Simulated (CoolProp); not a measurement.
Saturated liquid density (kg/m³) of tetrahydrofuran: the reference equation beside estimates from Tc = 540.2 K, pc = 53.04 bar, ω = 0.234. Rackett uses Z = 0.29056 − 0.08775 ω.

Computed with CoolProp (reference Helmholtz-energy equation of state, Fiedler 2023).

```csv
T (K),reference,Rackett,van der Waals
325,851.9,862.8,524.3
331.9,844.0,854.8,519.7
338.8,836.1,846.7,515.0
345.7,828.0,838.5,510.2
352.7,819.7,830.0,505.2
359.6,811.5,821.4,500.2
366.5,803.1,812.8,495.0
373.5,794.5,803.8,489.7
380.4,785.8,794.9,484.3
387.3,777.1,785.7,478.8
```

Absolute difference from the reference over all 10 rows, mean and median: Rackett 1.2 and 1.2 %, van der Waals 38.4 and 38.4 %.
